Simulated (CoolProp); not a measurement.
A simple Rankine cycle with benzene: condensing at 294.15 K, boiler at 3.8 MPa, turbine inlet 619 K, turbine efficiency 0.7, pump efficiency 0.6, no recuperator. Each further row changes one setting.

The numbers come from the reference Helmholtz-energy equation of state, Thol 2012 in CoolProp.

```
case                             thermal efficiency (%)  net work (kJ/kg)  heat in (kJ/kg)  turbine exit temperature (K)  volume ratio over the turbine
-------------------------------  ----------------------  ----------------  ---------------  ----------------------------  -----------------------------
as stated                                          23.0               208              904                         480.2                            357
condensing temperature 286.15 K                    24.0               220              917                         473.0                            522
boiler pressure 2.66 MPa                           22.1               204              924                         493.7                            236
turbine efficiency 0.6                             19.6               177              904                         497.7                            370
```
